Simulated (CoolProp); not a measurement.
Properties of o-xylene at several states.

Values from CoolProp's reference Helmholtz-energy equation of state, Zhou 2012.

```
T (°C)  p (kPa)   phase  cp (kJ/(kg K))  cv (kJ/(kg K))  speed of sound (m/s)  fugacity coefficient
------  -------  ------  --------------  --------------  --------------------  --------------------
27.75     14500  liquid           1.763             ___                  1402             0.0001458
62.35     11800  liquid           1.871           1.487                  1266             0.0008656
148.45     9020  liquid           2.166           1.761                 954.6               0.01687
86.45     11600  liquid           1.950             ___                  1181              0.002271
116.45     53.2  liquid             ___             ___                   ___                   ___
345.75      698     gas             ___           2.225                 207.7                0.9269
```

Problem. Some entries are withheld; supply them.

Solution. 
- 27.75, cv (kJ/(kg K)): 1.388
- 86.45, cv (kJ/(kg K)): 1.562
- 116.45, cp (kJ/(kg K)): 2.072
- 116.45, cv (kJ/(kg K)): 1.654
- 116.45, speed of sound (m/s): 996.2
- 116.45, fugacity coefficient: 0.8314
- 345.75, cp (kJ/(kg K)): 2.337
